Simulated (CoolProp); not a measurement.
Nitrogen along the isotherm 130.8 K: density (kg/m³) from the reference equation and from simpler models built on Tc = 126.2 K, pc = 33.96 bar, ω = 0.037; each cubic takes its own stable root.

Computed with CoolProp (reference Helmholtz-energy equation of state, Span 2000).

| p (bar) | phase | reference | van der Waals | Soave-Redlich-Kwong |
|---|---|---|---|---|
| 1.07 | gas | 2.782 | 2.780 | 2.783 |
| 1.73 | gas | 4.526 | 4.520 | 4.528 |
| 2.8 | gas | 7.397 | 7.381 | 7.402 |
| 4.53 | gas | 12.17 | 12.12 | 12.18 |
| 7.32 | gas | 20.21 | 20.10 | 20.25 |
| 11.8 | gas | 34.22 | 33.89 | 34.32 |
| 19.1 | gas | 60.94 | 59.92 | 61.17 |
| 30.9 | gas | 124.5 | 121.3 | 124.7 |
| 49.8 | supercritical | 443.5 | 353.0 | 392.4 |
| 80.5 | supercritical | 538.4 | 420.8 | 503.9 |
| 130 | supercritical | 596.8 | 467.7 | 579.6 |
| 210 | supercritical | 648.8 | 508.6 | 647.0 |
| 340 | supercritical | 700.5 | 546.5 | 711.1 |
